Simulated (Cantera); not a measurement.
A freely propagating, adiabatic, planar premixed flame of 2.42 % C3H8, 17.8 % O2, 78.5 % N2, 1.28 % H2, unburnt at 450 K and 5.00 bar; mixture-averaged transport, grid criteria slope 0.08 and curve 0.16, no radiation.

Detailed kinetics in Cantera: GRI-Mech 3.0 (53 species, 325 reactions). GRI-Mech 3.0 was tuned for natural gas; its chemistry of propane as a main component is partial and can be far from experiment. Burning velocities carry a grid error of a few per cent, more on coarse grids.

### Question
Predict: laminar burning velocity; thermal thickness; peak x(C2H); peak x(HCO); peak x(HCN); peak x(HO2).

### Answer
```json
{
 "laminar_burning_velocity": "26.1 cm/s",
 "thermal_thickness": "0.151 mm",
 "peak x(C2H)": "6.75e-8",
 "peak x(HCO)": "1.10e-5",
 "peak x(HCN)": "1.21e-7",
 "peak x(HO2)": "0.000305"
}
```
